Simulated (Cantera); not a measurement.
A closed system holds: 1 mol SiH₂Cl₂, 0.061 mol O₃, 6.9 mol N₂, held at 133 Pa.

These are equilibrium values from Cantera (NASA tables, ideal gas, pure condensed phases), not measurements of a reactor. Candidate condensed phases: H₂O, NH₄Cl, Si, SiO₂, Si₂N₂O, Si₃N₄; 47 gas species. N₂ is the only nitrogen source here; it is nearly inert below about 1500 K, so the nitride shown seldom forms there in practice. Mutual solubility and eutectic melting of coexisting phases are not modelled. The numbers say what is thermodynamically allowed, not how fast it happens.

Over these rows the condensed part is Si₂N₂O(s) + Si₃N₄(s). Partial pressures as log10 of bar:

```
T (K)  1000/T (1/K)  log p SiCl₂  log p N₂  log p HCl  log p H₂  log p SiCl₄
-----  ------------  -----------  --------  ---------  --------  -----------
975          1.0256        -8.37     -2.98      -3.66     -4.28        -4.58
1025         0.9756        -7.65     -2.99      -3.65     -4.29        -4.60
1075         0.9302            ?     -2.99      -3.65     -4.31        -4.62
1125         0.8889        -6.39     -2.99      -3.64     -4.32        -4.64
1175         0.8511        -5.85     -2.99      -3.64     -4.33        -4.67
1225         0.8163        -5.38     -2.99      -3.64     -4.33        -4.73
```

Q: Fit log p(SiCl₂) = a + b·(1000/T) to the five rows, give the apparent enthalpy, and predict the row at 1075 K.

A: Means: 1000/T = 0.9115, log p = -6.728. Sxy = -0.435452, Sxx = 0.0303496, so b = -14.35 and a = -6.728 − (-14.35)×0.9115 = 6.35.
Apparent enthalpy: −19.145 × (-14.35) = 275 kJ/mol. With the condensed phases at unit activity, 1/6 Si₃N₄(s) + 1/2 SiCl₄(g) = SiCl₂(g) + 1/3 N₂(g) links this pressure to the main gases: over the six rows their terms move log p by -0.07 in all, so the slope is close to that reaction's ΔH°. The five rows lie within 0.02 of the line.
Prediction at 1075 K: 6.35 + (-14.35)×0.9302 = -7.00. The computed value is -6.99, 0.01 from the line.
